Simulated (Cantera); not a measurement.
**Ignition delay**

Mixture: 3.29 % C₂H₄, 18.3 % O₂, 68.8 % N₂, 9.55 % H₂O, equivalence ratio 0.54, at 31.6 atm, adiabatic and at constant pressure. Ignition delay is the time to a rise of 400 K.

Detailed kinetics in Cantera: GRI-Mech 3.0 (53 species, 325 reactions). GRI-Mech 3.0 was tuned for natural gas; its chemistry of ethylene as a main component is partial and can be far from experiment. The pressure lies above the range GRI-Mech 3.0 was tuned for (to about 10 atm).

```
T0 (K)  delay (ms)
------  ----------
1050          1.91
1150         0.634
1250         0.162
1350        0.0401
1450        0.0110
1550       0.00372
1650       0.00167
```

| Property | Value |
|---|---|
| apparent activation energy between 1450 and 1650 K | 190 kJ/mol |
